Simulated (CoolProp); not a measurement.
Vapour-liquid equilibrium of R1234yf (1) + isobutane (2) at 3.99 kPa; x and y are mole fractions of (1).

Model: multi-fluid Helmholtz-energy mixture model, Lemmon 2022 and Bücker 2006; pair parameters Bell 2016, in CoolProp.

**Question.** Give the bubble temperature and the first vapour's composition at x = 0.65, 0.8, 0.95. Is there an azeotrope?

**Answer.** x = 0.65: -85.2 °C, y = 0.715; x = 0.8: -85.2 °C, y = 0.770; x = 0.95: -84.5 °C, y = 0.911. y crosses x between x = 0.65 and 0.8: the model has an azeotrope there.

Pair parameters are fitted to limited data, so mixtures are less certain than the pure fluids.
